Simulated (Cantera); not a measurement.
An isothermal, constant-pressure homogeneous reactor starts with 0.517 % H₂, 39.8 % O₂, 59.7 % N₂, at 1300 K and 0.00355 atm.

Cantera simulation using GRI-Mech 3.0 (53 species, 325 reactions); the numbers are that mechanism's predictions, not measurements. Radical loss at walls, strong at low pressure, is not modelled.

One state of this run: x H₂ = 4.46e-7; x O₂ = 0.396; x H₂O₂ = 2.38e-10; x H₂O = 0.00515; x NO = 1.65e-7; x HO₂ = 7.56e-9. x: mole fraction; the columns are a selection and need not sum to one.

Task: Which value of t (s) does it belong to?
A. 0.0100
B. 100
C. 0.316
D. 31.6

Result: B, 100
